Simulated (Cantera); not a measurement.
A closed system holds: 1 mol B, 41 mol N2, equilibrated at 1973.15 K and 75.0 Torr.

These are equilibrium values from Cantera (NASA tables, ideal gas, pure condensed phases), not measurements of a reactor. Candidate condensed phases: B, BN; 5 gas species. The numbers say what is thermodynamically allowed, not how fast it happens.

Base state: N2 1.00 (mole fractions); condensed: BN(s).

**Question.** What changes in the equilibrium state with this change: B replaced by borazine?

**Answer.** 
```tsv
species	before	after
N2	1.00	0.931
H2	0	0.0676
H	0	0.00111
BN(s), mol	1.000	3.00
```
The feed counts by its element totals alone.
